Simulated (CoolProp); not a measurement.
A simple Rankine cycle with water: condensing at 293.15 K, boiler at 2.86 MPa, turbine inlet 509.4 K, turbine efficiency 0.75, pump efficiency 0.8, no recuperator. Each further row changes one setting.

Computed with CoolProp (reference Helmholtz-energy equation of state, Wagner 2002).

```
case                             thermal efficiency (%)  net work (kJ/kg)  heat in (kJ/kg)  turbine exit temperature (K)  volume ratio over the turbine
-------------------------------  ----------------------  ----------------  ---------------  ----------------------------  -----------------------------
as stated                                          27.2               742             2730                         293.1                            658
turbine inlet 529.4 K                              27.3               762             2790                         293.1                            628
condensing temperature 285.15 K                    28.1               778             2770                         285.1                           1060
boiler pressure 2 MPa                              26.1               726             2780                         293.1                            451
turbine efficiency 0.65                            23.5               643             2730                         293.1                            690
```

The expansion ends wet for: as stated; turbine inlet 529.4 K; condensing temperature 285.15 K; boiler pressure 2 MPa; turbine efficiency 0.65.
